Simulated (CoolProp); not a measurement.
Vapour-liquid equilibrium of CH2F2 (R32) (1) + R142b (2) at 1250 kPa; x and y are mole fractions of (1).

The numbers come from the multi-fluid Helmholtz-energy mixture model, Tillner-Roth 1997 and Lemmon 2006; pair parameters Bell 2016 in CoolProp.

```tsv
x	bubble temperature, mixture model (K)	bubble temperature, Raoult's law (K)	y, mixture model	y, Raoult's law
0.05	342.4	341.6	0.142	0.189
0.2	326.1	325.7	0.467	0.533
0.35	313.7	314.5	0.664	0.718
0.5	304.7	306.0	0.784	0.829
0.65	298.1	299.2	0.863	0.902
0.8	293.0	293.5	0.924	0.953
0.95	288.7	288.7	0.980	0.990
```

The largest gap from Raoult's law is -1.3 K in bubble temperature, at x = 0.5. No azeotrope shows between x = 0.05 and 0.95.

The pair parameters rest on a limited set of measurements; away from them the model extrapolates. The gap from Raoult's law changes sign with composition, which may be real or a fault of the pair parameters; it wasn't checked against measurements.
